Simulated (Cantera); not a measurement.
A freely propagating, adiabatic, planar premixed flame of 48.2 % H₂, 11.5 % O₂, 40.2 % N₂, 0.111 % H₂O, unburnt at 375 K and 0.560 bar; mixture-averaged transport, grid criteria slope 0.08 and curve 0.16, no radiation.

Cantera simulation using the H2/O2 subset of GRI-Mech 3.0, which has no nitrogen chemistry; the numbers are that mechanism's predictions, not measurements. Burning velocities carry a grid error of a few per cent, more on coarse grids.

### Question
Predict: laminar burning velocity; thermal thickness; peak x(H); peak x(HO₂); peak x(H₂O₂).

### Answer
```json
{
 "laminar_burning_velocity": "419 cm/s",
 "thermal_thickness": "0.793 mm",
 "peak x(H)": "0.0899",
 "peak x(HO₂)": "0.000300",
 "peak x(H₂O₂)": "4.97e-5"
}
```
